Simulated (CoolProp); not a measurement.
Fluorine at several states: Z from the reference equation and from simpler models built on Tc = -128.7 °C, pc = 5.240 MPa, ω = 0.045; each cubic takes its own stable root.

The numbers come from the reference Helmholtz-energy equation of state, de Reuck 1990 in CoolProp.

```csv
T (°C),p (MPa),phase,reference,van der Waals,Redlich-Kwong,Soave-Redlich-Kwong,Peng-Robinson
-26.75,0.0676,gas,0.9993,0.9991,0.9992,0.9993,0.9991
-144.65,0.0245,gas,0.9978,0.9982,0.9978,0.9978,0.9976
-207.65,9.9,liquid,___,0.6078,___,___,___
-37.65,3.9,gas,0.9527,___,0.9487,0.9568,0.9418
-178.55,0.283,liquid,___,___,0.009527,0.009575,___
```

Question: Complete the blanks.

Answer: 
- -207.65, reference: 0.4196
- -207.65, Redlich-Kwong: 0.4129
- -207.65, Soave-Redlich-Kwong: 0.4170
- -207.65, Peng-Robinson: 0.3715
- -37.65, van der Waals: 0.9389
- -178.55, reference: 0.009546
- -178.55, van der Waals: 0.9553
- -178.55, Peng-Robinson: 0.008466

At some of these states van der Waals gives the other phase, because its saturation line lies elsewhere.
